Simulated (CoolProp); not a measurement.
Values from CoolProp's reference Helmholtz-energy equation of state, Thol 2014.

### Question
For chloromethane (R40), give the phase and the cp (kJ/(kg K)), cv (kJ/(kg K)) at 381.1 K and 128 bar; 417.8 K and 3.11 bar; 466 K and 3.84 bar.

### Answer
- 381.1 K and 128 bar: liquid; cp 1.82, cv 0.956
- 417.8 K and 3.11 bar: gas; cp 1.00, cv 0.824
- 466 K and 3.84 bar: gas; cp 1.07, cv 0.889
